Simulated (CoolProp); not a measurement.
Model: reference Helmholtz-energy equation of state, Tillner-Roth 1997, in CoolProp.

### Question
For CH2F2 (R32), give the phase and the expansivity (1/kK), conductivity (mW/(m K)) at 51.85 °C and 39.7 bar.

### Answer
- 51.85 °C and 39.7 bar: liquid; expansivity 7.97, conductivity 112

Thermal conductivity comes from a separate model (Huber 2003), an estimate that may be off by 10 % or more.
